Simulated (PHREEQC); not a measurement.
Solution (25 °C): 0.52 mol CaCl2 and 0.03 mol NaCl per kg of water. Closed to the air; pH follows from the charge balance.

Computed with PHREEQC (Pitzer model, pitzer.dat).

Problem. The ionic strength comes out as 1.59 mol/kgw. What activity coefficients do Ca+2, Cl-, Na+ get?

Solution. Ca+2 0.26, Cl- 0.58, Na+ 0.79. Single-ion values are on the MacInnes scale.

No solid was allowed to form. Species that the database lacks are ignored.
